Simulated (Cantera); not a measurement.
Hydrocarbon pyrolysis for carbon deposition

An isothermal, constant-pressure homogeneous reactor starts with CH₄ : H₂ = 1 : 26 (molar parts), at 1973 K and 0.000720 atm.

Detailed kinetics in Cantera: GRI-Mech 3.0 (53 species, 325 reactions). GRI-Mech 3.0 stops at C3 and has no aromatics, soot or wall deposition, so with more carbon than oxygen in the feed, carbon stays in small species such as C2H2 where larger ones or solid carbon would form. Radical loss at walls, strong at low pressure, is not modelled.

| t (s) | x CH₄ | x H₂ | x H | x CH₂ | x C₂H |
|---|---|---|---|---|---|
| 3.00e-6 | 0.0370 | 0.963 | 5.89e-8 | <1e-12 | <1e-12 |
| 1.03e-5 | 0.0370 | 0.963 | 2.03e-7 | <1e-12 | <1e-12 |
| 3.56e-5 | 0.0370 | 0.963 | 7.04e-7 | <1e-12 | <1e-12 |
| 0.000123 | 0.0370 | 0.963 | 2.47e-6 | 2.45e-12 | <1e-12 |
| 0.000423 | 0.0370 | 0.963 | 8.82e-6 | 3.73e-11 | <1e-12 |
| 0.00146 | 0.0370 | 0.963 | 3.17e-5 | 6.45e-10 | <1e-12 |
| 0.00503 | 0.0369 | 0.963 | 0.000111 | 1.03e-8 | <1e-12 |
| 0.0173 | 0.0367 | 0.963 | 0.000384 | 1.35e-7 | 1.44e-12 |
| 0.0597 | 0.0359 | 0.962 | 0.00133 | 1.48e-6 | 7.15e-10 |
| 0.206 | 0.0304 | 0.961 | 0.00417 | 1.02e-5 | 1.25e-7 |
| 0.709 | 0.0126 | 0.968 | 0.00690 | 1.24e-5 | 1.31e-6 |
| 2.44 | 0.00221 | 0.971 | 0.00993 | 5.39e-6 | 2.87e-6 |
| 8.42 | 0.000243 | 0.967 | 0.0148 | 1.42e-6 | 4.58e-6 |
| 29.0 | 2.18e-5 | 0.959 | 0.0233 | 3.24e-7 | 7.29e-6 |
| 100 | 2.67e-6 | 0.944 | 0.0383 | 1.10e-7 | 1.21e-5 |
x: mole fraction; the columns are a selection and need not sum to one.

Equilibrium at this temperature and pressure: CH₄ 1.56e-6, H₂ 0.934, H 0.0486, CH₂ 1.06e-7, C₂H 1.54e-5 (gas phase only).
